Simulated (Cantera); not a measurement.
An adiabatic, constant-pressure homogeneous reactor starts with C₃H₈ : O₂ : N₂ = 2 : 8.33 : 31.3 (molar parts), equivalence ratio 1.2, at 1425 K and 0.474 atm.

Computed with Cantera and GRI-Mech 3.0 (53 species, 325 reactions). GRI-Mech 3.0 was tuned for natural gas; its chemistry of propane as a main component is partial and can be far from experiment.

Q: Predict: time of steepest temperature rise; temperature at 0.400 s; equilibrium temperature; x(O₂) at 0.400 s; x(CO) at 0.400 s.

A: 
```
Item                                                                 Value
---------------------------------  ---------------------------------------
time of steepest temperature rise                                 0.277 ms
temperature at 0.400 s                                              2705 K
equilibrium temperature                                             2705 K
x(O₂) at 0.400 s                   0.00985 (gas-phase equilibrium 0.00985)
x(CO) at 0.400 s                     0.0761 (gas-phase equilibrium 0.0761)
```
